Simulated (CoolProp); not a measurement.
Computed with CoolProp (reference Helmholtz-energy equation of state, Lemmon 2006). It is a short technical equation, of lower accuracy than the large ones.

**Question.** For carbon monoxide, give the phase and the cv (kJ/(kg K)), speed of sound (m/s) at 151.2 K and 0.0124 MPa; 301 K and 4.67 MPa; 287.3 K and 1.87 MPa.

**Answer.** 
- 151.2 K and 0.0124 MPa: gas; cv 0.742, speed of sound 251
- 301 K and 4.67 MPa: supercritical; cv 0.755, speed of sound 363
- 287.3 K and 1.87 MPa: gas; cv 0.748, speed of sound 348
